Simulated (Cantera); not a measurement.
Input: 1 mol C2F6, 0.11 mol CH4, 0.33 mol H2, at 3250 K and 0.0270 bar.

Method: chemical equilibrium by Gibbs-energy minimisation in Cantera with the NASA 1993 tables (ideal gas, pure condensed phases). Candidate condensed phases: C, C6H6, C7H8, C8H18; 95 gas species. The feed counts by its element totals alone. The numbers say what is thermodynamically allowed, not how fast it happens.

Base state: F 0.640, HF 0.160, CF 0.0911, C3 0.0600, CF2 0.0164, C 0.0129, H 0.00899, C2 0.00837 (mole fractions); condensed: gas only.

Problem. What changes in the equilibrium state with this change: CH4 from 0.11 to 0.97 mol?

Solution. 
```
species             before     after
----------------  --------  --------
HF                   0.160     0.515
F                    0.640     0.233
C3                  0.0600    0.0972
H                  0.00899    0.0792
CF2                 0.0164   0.00255
CF                  0.0911    0.0390
C2                 0.00837    0.0115
C                   0.0129    0.0151
C2H2 (acetylene)   1.50e-6  0.000161
H2                 2.12e-5   0.00164
CF3                1.38e-5   7.84e-7
C2H               0.000152   0.00185
CH                 2.99e-6   3.09e-5
```

Problem. What changes in the equilibrium state with this change: H2 from 0.33 to 0.073 mol?

Solution. 
```
species    before    after
-------  --------  -------
F           0.640    0.709
CF         0.0911   0.0996
HF          0.160   0.0869
CF2        0.0164   0.0198
C3         0.0600   0.0577
C          0.0129   0.0127
H2        2.12e-5  5.07e-6
C2H      0.000152  7.26e-5
H         0.00899  0.00440
C2HF      1.34e-5  7.05e-6
CF3       1.38e-5  1.85e-5
```
